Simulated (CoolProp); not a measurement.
Properties of ethylene along the isobar 13.2 MPa.

Model: reference Helmholtz-energy equation of state, Smukala 2000, in CoolProp.

| T (K) | phase | cp (kJ/(kg K)) | expansivity (1/kK) |
|---|---|---|---|
| 250.7 | liquid | 2.652 | 3.715 |
| 265.6 | liquid | 2.801 | 4.368 |
| 280.5 | liquid | 3.004 | 5.316 |
| 295.4 | supercritical | 3.281 | 6.722 |
| 310.3 | supercritical | 3.624 | 8.693 |
| 325.2 | supercritical | 3.899 | 10.69 |
| 340.1 | supercritical | 3.851 | 11.17 |
| 355 | supercritical | 3.528 | 9.933 |
| 369.9 | supercritical | 3.198 | 8.313 |
| 384.9 | supercritical | 2.956 | 6.951 |
| 399.8 | supercritical | 2.795 | 5.927 |

The peak of cp marks the crossing from liquid-like to gas-like fluid above the critical point.
